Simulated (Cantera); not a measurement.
Charge: 1 mol borazine, 15 mol N2, 0.16 mol O2, equilibrated at 133 Pa.

Cantera equilibrium calculation (NASA polynomials, part measured and part estimated; ideal gas, pure solids and liquids). Candidate condensed phases: B, BN, B2O3, B3O3H3, H2O; 39 gas species. The feed counts by its element totals alone. Mutual solubility and eutectic melting of coexisting phases are not modelled. The tables' values for BH2 are old estimates; treat these amounts as uncertain. The numbers say what is thermodynamically allowed, not how fast it happens.

log p: log10 of the partial pressure in bar; n: condensed amount in mol.

```csv
T (°C),log p N2,log p H2,log p H,log p BO,log p HBO,log p B2O3,log p HBO2,n BN(s),n B2O3(l)
1025,-2.95,-3.66,-7.80,-9.30,-6.72,(withheld),-5.88,2.79,0.0905
1125,-2.96,-3.66,-7.16,-7.90,-5.89,(withheld),-5.41,2.80,0.0324
1225,-2.96,-3.67,-6.60,-6.93,-5.42,(withheld),-5.48,2.78,0
1325,-2.96,-3.67,-6.11,-6.20,-5.12,(withheld),-5.78,2.74,0
1425,-2.96,-3.68,-5.68,-5.66,-4.96,(withheld),-6.24,2.70,0
1525,-2.96,-3.68,-5.29,-5.29,-4.92,(withheld),-6.87,2.68,0
1625,-2.96,-3.69,-4.95,-5.04,-4.98,(withheld),-7.61,2.68,0
1725,-2.96,-3.70,-4.64,-4.88,-5.10,(withheld),-8.39,2.68,0
```

Complete the blanks.


- 1025, log p B2O3: -6.75
- 1125, log p B2O3: -5.64
- 1225, log p B2O3: -5.40
- 1325, log p B2O3: -5.54
- 1425, log p B2O3: -5.95
- 1525, log p B2O3: -6.65
- 1625, log p B2O3: -7.54
- 1725, log p B2O3: -8.52
